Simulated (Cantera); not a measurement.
An adiabatic, constant-volume homogeneous reactor starts with CH₄ : O₂ : N₂ : H₂O = 1 : 5.13 : 19.3 : 0.97 (molar parts), at 1800 K and 1280 Torr. Integrator tolerance rtol = 1e-08.

Model: GRI-Mech 3.0 (53 species, 325 reactions), integrated in Cantera.

What does this change do: H2O 0.97 to 2.3 parts?


```tsv
quantity	before	after
time of steepest temperature rise	62.5 µs	61.6 µs
temperature at 3.00 s	2580 K	2535 K
equilibrium temperature	2580 K	2535 K
x(CH₄) at 3.00 s	<1e-12 (gas-phase equilibrium <1e-12)	<1e-12 (gas-phase equilibrium <1e-12)
x(O₂) at 3.00 s	0.106 (gas-phase equilibrium 0.106)	0.102 (gas-phase equilibrium 0.102)
x(H₂O) at 3.00 s	0.103 (gas-phase equilibrium 0.103)	0.145 (gas-phase equilibrium 0.145)
x(NO) at 3.00 s	0.0179 (gas-phase equilibrium 0.0179)	0.0159 (gas-phase equilibrium 0.0159)
x(HO₂) at 3.00 s	1.33e-5 (gas-phase equilibrium 1.33e-5)	1.36e-5 (gas-phase equilibrium 1.36e-5)
x(CO₂) at 3.00 s	0.0338 (gas-phase equilibrium 0.0338)	0.0328 (gas-phase equilibrium 0.0328)
```

What does this change do: constant pressure in place of constant volume?


```tsv
quantity	before	after
time of steepest temperature rise	62.5 µs	64.6 µs
temperature at 3.00 s	2580 K	2458 K
equilibrium temperature	2580 K	2458 K
x(CH₄) at 3.00 s	<1e-12 (gas-phase equilibrium <1e-12)	<1e-12 (gas-phase equilibrium <1e-12)
x(O₂) at 3.00 s	0.106 (gas-phase equilibrium 0.106)	0.109 (gas-phase equilibrium 0.109)
x(H₂O) at 3.00 s	0.103 (gas-phase equilibrium 0.103)	0.105 (gas-phase equilibrium 0.105)
x(NO) at 3.00 s	0.0179 (gas-phase equilibrium 0.0179)	0.0147 (gas-phase equilibrium 0.0147)
x(HO₂) at 3.00 s	1.33e-5 (gas-phase equilibrium 1.33e-5)	9.14e-6 (gas-phase equilibrium 9.14e-6)
x(CO₂) at 3.00 s	0.0338 (gas-phase equilibrium 0.0338)	0.0352 (gas-phase equilibrium 0.0352)
```
